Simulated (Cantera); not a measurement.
Input: 1 mol Si3N4, 3.6 mol CO2, 8.2 mol N2, equilibrated at 0.120 Pa.

Method: chemical equilibrium by Gibbs-energy minimisation in Cantera with the NASA 1993 tables (ideal gas, pure condensed phases). Candidate condensed phases: C, Si, SiC, SiO2, Si2N2O, Si3N4; 34 gas species. The tables hold silica as quartz up to 1696 K and as liquid above; real silica turns to tridymite and cristobalite and melts near 1996 K. The numbers say what is thermodynamically allowed, not how fast it happens.

**Question.** What share of the Si ends up in condensed phases as a function of T (K), at 1323, 1423, 1523, 1623, 1723, 1823, 1923?

**Answer.** 
```csv
T (K),Si condensed (%),as
1323,20.0,SiO2(β-quartz)
1423,20.0,SiO2(β-quartz)
1523,19.2,SiO2(β-quartz)
1623,11.5,SiO2(β-quartz)
1723,0.0,-
1823,0.0,-
1923,0.0,-
```
